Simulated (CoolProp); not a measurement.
Vapour pressure (MPa) of acetone: the reference equation beside estimates from Tc = 508.1 K, pc = 4.692 MPa, ω = 0.307. Clausius-Clapeyron is anchored at 257 K with a constant enthalpy of vaporisation of 33.36 kJ/mol.

Model: reference Helmholtz-energy equation of state, Lemmon 2006, in CoolProp. It is a short technical equation, of lower accuracy than the large ones.

```tsv
T (K)	reference	Lee-Kesler	Clausius-Clapeyron	van der Waals	Redlich-Kwong	Soave-Redlich-Kwong	Peng-Robinson
244.9	0.001693	0.001469	0.001714	0.1013	0.006278	0.001518	0.001675
251	0.002542	0.002230	0.002553	0.1201	0.008949	0.002299	0.002511
257	0.003707	0.003288	0.003707	0.1409	0.01242	0.003382	0.003658
263	0.005299	0.004750	0.005293	0.1643	0.01691	0.004874	0.005225
269	0.007434	0.006733	0.007438	0.1902	0.02263	0.006890	0.007327
275	0.01025	0.009374	0.01030	0.2189	0.02980	0.009570	0.01010
281	0.01391	0.01284	0.01406	0.2505	0.03867	0.01308	0.01371
287	0.01859	0.01732	0.01895	0.2851	0.04949	0.01759	0.01832
293	0.02450	0.02302	0.02523	0.3229	0.06255	0.02333	0.02416
299	0.03187	0.03019	0.03321	0.3641	0.07813	0.03053	0.03145
```

Absolute difference from the reference over all 10 rows, mean and median: Lee-Kesler 9.1 and 9.0 %, Clausius-Clapeyron 1.3 and 0.8 %, van der Waals 2709.9 and 2247.1 %, Redlich-Kwong 201.7 and 197.6 %, Soave-Redlich-Kwong 7.1 and 7.0 %, Peng-Robinson 1.3 and 1.4 %.
